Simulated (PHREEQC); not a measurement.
Ca(OH)2 is added in steps, without added water, to 1 kg of water holding 0.026 mol/kgw NH4Cl and 0.018 mol/kgw Na2SO4, at 25 °C. Oxygen is held at 0.21 atm. CO2 from the air is kept out. The run lets Gypsum, Halite precipitate or redissolve, and no other solid.

Base run: PHREEQC, ion-association model, phreeqc.dat. Each further column changes one thing. The table gives pH.

```tsv
Ca(OH)2 added (mol)	base	diluted 2-fold with water	NH4Cl from 0.026 to 0.039 mol/kgw	no solid may form
0	5.64	5.73	5.54	5.64
0.001219	8.41	8.72	8.23	8.41
0.002031	8.66	?	8.47	8.66
0.00325	8.92	9.35	8.70	8.92
0.004469	9.11	9.69	8.87	9.11
0.005281	9.23	?	8.97	9.23
0.0065	9.39	10.67	9.10	9.39
0.007719	9.56	11.30	9.22	9.56
0.008531	9.67	11.51	9.29	9.67
0.00975	9.86	11.70	9.40	9.86
0.01097	10.11	11.83	?	10.11
0.01178	10.33	11.90	9.58	10.33
0.013	10.83	11.99	?	10.83
```

Problem. Fill in the missing entries.

Solution. 
- 0.002031, diluted 2-fold with water: 9.01
- 0.005281, diluted 2-fold with water: 9.97
- 0.01097, NH4Cl from 0.026 to 0.039 mol/kgw: 9.51
- 0.013, NH4Cl from 0.026 to 0.039 mol/kgw: 9.70
